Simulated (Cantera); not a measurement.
What does this Cantera script print?

```python
import numpy as np
import cantera as ct

gas = ct.Solution("gri30.yaml")
gas.TPX = 700, 47000, {'CH4': 1, 'O2': 2.25, 'N2': 6.29, 'H2O': 0.012}
flame = ct.FreeFlame(gas, width=0.068)
flame.set_refine_criteria(ratio=3, slope=0.08, curve=0.16)
flame.transport_model = "mixture-averaged"
flame.solve(loglevel=0, auto=True)
z, T = flame.grid, flame.T
thick = (T[-1] - T[0]) / np.gradient(T, z).max()
show = ['CH4', 'O2', 'CH2CO', 'C2H6', 'CO2', 'NO']
print(f"laminar burning velocity  {flame.velocity[0] * 100:.3f} cm/s")
print(f"burnt temperature         {T[-1]:.1f} K")
print(f"thermal thickness         {thick * 1e3:.4f} mm")
print(f"grid points               {len(z)}")
z0 = z[flame.heat_release_rate.argmax()]
print(f"{'z/mm':>9s}{'T/K':>9s}{'u/(m/s)':>9s}" + "".join(f"{s:>11s}" for s in show))
rows = []
for k in (-3, -2, -1.5, -1, -0.5, -0.25, 0, 0.25, 0.5, 1, 2, 4, 8):
    zz = z0 + k * thick
    rows.append([k * thick, np.interp(zz, z, T), np.interp(zz, z, flame.velocity),
                 *(np.interp(zz, z, flame.X[gas.species_index(s)]) for s in show)])
    print(f"{rows[-1][0] * 1e3:9.3f}{rows[-1][1]:9.1f}{rows[-1][2]:9.3f}" + "".join(f"{x:11.3e}" for x in rows[-1][3:]))
```

Result:

```
laminar burning velocity  275.183 cm/s
burnt temperature         2487.7 K
thermal thickness         0.4712 mm
grid points               167
     z/mm      T/K  u/(m/s)        CH4         O2      CH2CO       C2H6        CO2         NO
   -1.414    700.0    2.754  1.046e-01  2.354e-01  4.421e-11  1.942e-08  1.695e-08  3.325e-11
   -0.942    700.7    2.760  1.044e-01  2.350e-01  1.415e-09  5.344e-07  4.418e-07  6.042e-10
   -0.707    704.2    2.781  1.038e-01  2.342e-01  1.693e-08  5.188e-06  4.410e-06  4.491e-09
   -0.471    738.7    2.935  1.007e-01  2.308e-01  4.642e-07  7.886e-05  8.512e-05  5.644e-08
   -0.236   1056.0    4.268  7.662e-02  2.034e-01  2.236e-05  9.756e-04  2.088e-03  8.585e-07
   -0.118   1457.7    5.979  4.387e-02  1.605e-01  9.865e-05  8.688e-04  7.155e-03  2.578e-06
    0.000   1855.9    7.711  1.258e-02  1.076e-01  1.389e-04  9.028e-05  1.679e-02  6.268e-06
    0.118   2039.3    8.513  1.521e-03  7.262e-02  4.508e-05  9.275e-07  2.875e-02  1.140e-05
    0.236   2083.1    8.688  1.002e-04  5.767e-02  5.096e-06  2.561e-09  3.957e-02  1.543e-05
    0.471   2115.3    8.780  3.903e-07  4.930e-02  3.574e-08  5.987e-14  5.320e-02  2.022e-05
    0.942   2158.0    8.910  7.191e-11  4.574e-02  1.544e-11  4.658e-20  6.239e-02  2.795e-05
    1.885   2217.1    9.112  1.237e-14  4.372e-02  5.820e-15  1.672e-24  6.614e-02  4.507e-05
    3.769   2297.5    9.387  4.071e-17  4.152e-02  3.512e-19  7.524e-30  6.939e-02  8.535e-05
```

Model: GRI-Mech 3.0 (53 species, 325 reactions), integrated in Cantera. Burning velocities carry a grid error of a few per cent, more on coarse grids.
